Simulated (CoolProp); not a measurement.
1-butene along the isotherm 435.7 K: Z from the reference equation and from simpler models built on Tc = 419.3 K, pc = 4006 kPa, ω = 0.192; each cubic takes its own stable root.

Model: reference Helmholtz-energy equation of state, Lemmon 2005, in CoolProp. It is a short technical equation, of lower accuracy than the large ones.

| p (kPa) | phase | reference |
|---|---|---|
| 376 | gas | 0.9707 |
| 751 | gas | 0.9402 |
| 1130 | gas | 0.9080 |
| 1500 | gas | 0.8751 |
| 1880 | gas | 0.8393 |
| 2250 | gas | 0.8024 |
| 2630 | gas | 0.7618 |
| 3000 | gas | 0.7191 |
| 3380 | gas | 0.6711 |
| 3760 | gas | 0.6174 |
| 4130 | supercritical | 0.5572 |
| 4510 | supercritical | 0.4824 |
| 4880 | supercritical | 0.3909 |
| 5260 | supercritical | 0.3122 |
| 5630 | supercritical | 0.2880 |
| 6010 | supercritical | 0.2848 |

Q: How far does each simpler model (Redlich-Kwong, Soave-Redlich-Kwong, Peng-Robinson) lie from the reference over these 16 states: mean and median of the absolute difference, and the worst?

A: 
- Redlich-Kwong: mean 2.9 %, median 0.6 %, worst +15.9 % at 435.7 K and 6010 kPa
- Soave-Redlich-Kwong: mean 5.4 %, median 1.9 %, worst +20.5 % at 435.7 K and 5630 kPa
- Peng-Robinson: mean 3.0 %, median 1.6 %, worst +11.3 % at 435.7 K and 5630 kPa
